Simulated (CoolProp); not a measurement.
Vapour-liquid equilibrium of CF4 (R14) (1) + CHF3 (R23) (2) at 196.5 K; x and y are mole fractions of (1).

Values from CoolProp's multi-fluid Helmholtz-energy mixture model, Platzer 1990 and Penoncello 2003; pair parameters Bell 2016. This equation is an older, rougher fit; its heat capacities, sound speeds and derivatives of the liquid may be far off and weren't checked against measurements.

| x | bubble pressure (bar) | y at the bubble point | dew pressure at overall composition x (bar) | liquid density (mol/L) |
|---|---|---|---|---|
| 0.05 | 3.142 | 0.565 | 1.442 | ___ |
| 0.125 | 5.319 | ___ | 1.567 | 19.53 |
| 0.2 | ___ | 0.810 | 1.714 | 19.04 |
| 0.275 | 8.180 | ___ | 1.891 | ___ |
| 0.35 | 9.059 | 0.860 | 2.109 | 18.08 |
| 0.425 | 9.707 | 0.873 | 2.382 | 17.60 |
| 0.5 | 10.21 | 0.883 | 2.736 | 17.14 |
| 0.575 | 10.65 | 0.892 | 3.213 | 16.68 |
| 0.65 | 11.07 | 0.901 | 3.888 | 16.23 |
| 0.725 | 11.52 | 0.913 | 4.918 | 15.80 |
| 0.8 | 12.02 | 0.928 | 6.652 | 15.39 |
| 0.875 | 12.59 | 0.948 | 9.810 | 15.01 |
| 0.95 | 13.22 | 0.976 | 12.64 | 14.67 |

Task: What belongs in the gaps?

Result: 
- 0.05, liquid density (mol/L): 20.02
- 0.125, y at the bubble point: 0.747
- 0.2, bubble pressure (bar): 6.967
- 0.275, y at the bubble point: 0.841
- 0.275, liquid density (mol/L): 18.55

No azeotrope shows between x = 0.05 and 0.95.

The pair parameters rest on a limited set of measurements; away from them the model extrapolates. With so large a gap from Raoult's law the liquid may split in two, which this calculation doesn't test in full.
